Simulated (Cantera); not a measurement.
A closed system holds: 1 mol SiH₄, 2 mol H₂, held at 100 Torr.

Equilibrium computed with Cantera from the NASA thermochemical tables; the gas is ideal and each condensed phase is pure. Candidate condensed phases: Si; 9 gas species. Gases not in the tables: Si₂H₆ and higher silanes. The numbers say what is thermodynamically allowed, not how fast it happens.

**Question.** What share of the Si ends up in condensed phases as a function of T (K), at 1248, 1398, 1548, 1698, 1848, 1998, 2148, 2298, 2448, 2598?

**Answer.** 
```
T (K)  Si condensed (%)     as
-----  ----------------  -----
1248              100.0  Si(s)
1398              100.0  Si(s)
1548              100.0  Si(s)
1698              100.0  Si(l)
1848              100.0  Si(l)
1998               99.8  Si(l)
2148               99.1  Si(l)
2298               96.5  Si(l)
2448               87.9  Si(l)
2598               61.5  Si(l)
```
